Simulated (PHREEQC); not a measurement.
Solution (80 °C): 3.2 mmol/kgw HF, 0.14 mmol/kgw NH4F, 0.27 mmol/kgw (NH4)2SiF6 and 0.036 mmol/kgw HCl. Closed to the air; pH follows from the charge balance.

The numbers come from PHREEQC with the ion-association model, phreeqc.dat.

Problem. The ionic strength comes out as 0.00137 mol/kgw. What activity coefficients do HF2-, H+, SiF6-2, F-, Cl- get?

Solution. HF2- 0.95, H+ 0.96, SiF6-2 0.83, F- 0.95, Cl- 0.95.

No solid was allowed to form. Complexes and solids missing from the database can't appear. Constants without temperature data keep their 25 °C values here. SiF6-2 is the database's only silicon fluoride.
